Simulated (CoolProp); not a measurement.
1,2-dichloroethane at several states: density (kg/m³) from the reference equation and from simpler models built on Tc = 561.6 K, pc = 5.226 MPa, ω = 0.269; each cubic takes its own stable root.

Computed with CoolProp (reference Helmholtz-energy equation of state, Thol 2015).

| T (K) | p (MPa) | phase | reference | van der Waals | Redlich-Kwong | Soave-Redlich-Kwong | Peng-Robinson |
|---|---|---|---|---|---|---|---|
| 382.4 | 0.0543 | gas | 1.712 | 1.703 | 1.708 | 1.710 | 1.711 |
| 484.1 | 0.0212 | gas | 0.5224 | 0.5221 | 0.5223 | 0.5224 | 0.5225 |
| 351.6 | 0.0141 | gas | 0.4793 | 0.4784 | 0.4789 | 0.4791 | 0.4792 |
| 326.4 | 1.04 | liquid | 1205 | (withheld) | 1022 | 1053 | 1187 |
| 346.1 | 0.0864 | liquid | 1174 | 3.017 | 3.037 | (withheld) | (withheld) |
| 398.5 | 7.24 | liquid | 1101 | 656.0 | 934.5 | 968.1 | 1093 |

Q: What belongs in the gaps?

A: 
- 326.4, van der Waals: 693.4
- 346.1, Soave-Redlich-Kwong: 1026
- 346.1, Peng-Robinson: 1158

At some of these states van der Waals, Redlich-Kwong gives the other phase, because its saturation line lies elsewhere.
